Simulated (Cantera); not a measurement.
Input: 1 mol PbO, 17 mol CO, 12 mol H₂, equilibrated at 973 K and 4.50 mbar.

Cantera equilibrium calculation (NASA polynomials, part measured and part estimated; ideal gas, pure solids and liquids). Candidate condensed phases: C, C₆H₆, C₇H₈, C₈H₁₈, H₂O, Pb, PbO, PbO₂, Pb₃O₄; 113 gas species. Rates play no part.

Base state: CO 0.561, H₂ 0.402, CO₂ 0.0238, H₂O 0.0106, Pb 0.00194 (mole fractions); condensed: Pb(l).

Question: What changes in the equilibrium state with this change: temperature from 973 K to 800 K?

Answer: 
```
species            before    after
----------------  -------  -------
CO                  0.561    0.461
H₂                  0.402    0.424
CO₂                0.0238   0.0942
H₂O                0.0106   0.0205
Pb                0.00194  1.37e-5
CH₄               5.59e-6  0.00109
Pb(l), mol          0.944    1.000
C(graphite), mol        0     2.06
```

Question: What changes in the equilibrium state with this change: H₂ from 12 to 0.57 mol?

Answer: 
| species | before | after |
|---|---|---|
| CO | 0.561 | 0.910 |
| CO₂ | 0.0238 | 0.0556 |
| H₂ | 0.402 | 0.0312 |
| H₂O | 0.0106 | 0.00118 |
| Pb | 0.00194 | 0.00194 |
| Pb(l), mol | 0.944 | 0.966 |
